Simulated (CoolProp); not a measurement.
Aqueous methanol as a coolant, at 23 °C, 1 atm.

Values from CoolProp's Melinder's fits for secondary coolants.

| mass % | freezing point (°C) | density (kg/m³) | Prandtl number | conductivity (W/(m K)) | viscosity (mPa s) |
|---|---|---|---|---|---|
| 1.4 | -0.8 | [?] | 6.80 | 0.594 | 0.968 |
| 6.4 | -3.9 | 986.5 | 8.23 | 0.564 | 1.10 |
| 11.5 | -7.7 | 978.5 | 9.76 | 0.534 | 1.25 |
| 16.5 | -11.9 | 971.0 | 11.3 | 0.506 | 1.38 |
| 21.5 | -16.5 | 963.4 | 12.8 | 0.478 | 1.50 |
| 26.6 | -21.8 | 955.5 | 14.2 | [?] | 1.59 |
| 31.6 | -27.6 | 947.4 | 15.4 | 0.426 | 1.65 |
| 36.7 | -34.1 | 938.7 | 16.3 | 0.402 | 1.68 |
| 41.7 | -41.2 | 929.7 | 16.8 | 0.380 | 1.68 |
| 46.7 | [?] | 920.3 | 17.0 | 0.359 | 1.65 |
| 51.8 | -57.6 | 910.1 | 16.9 | 0.339 | 1.60 |
| 56.8 | -66.8 | 899.4 | 16.5 | 0.321 | 1.53 |

Problem. What belongs in the gaps?

Solution. 
- 1.4, density (kg/m³): 995.1
- 26.6, conductivity (W/(m K)): 0.452
- 46.7, freezing point (°C): -48.9
